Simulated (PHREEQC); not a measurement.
Make-up at 15 °C: 0.019 mol/kgw Cu(NO3)2, 0.01 mol/kgw HBF4 and 0.02 mol/kgw Na2SO4. Closed to the air; pH follows from the charge balance.

The numbers come from PHREEQC with the ion-association model, phreeqc.dat.

This is a speciation only: nothing precipitates in the calculation.

### Question
Estimate the pH.

### Answer
pH 2.23.

### Question
In which forms is Cu present?

### Answer
Cu+2 75 %, CuSO4 25 % of the Cu.

Real BF4- forms and hydrolyses slowly; the run takes it at equilibrium.
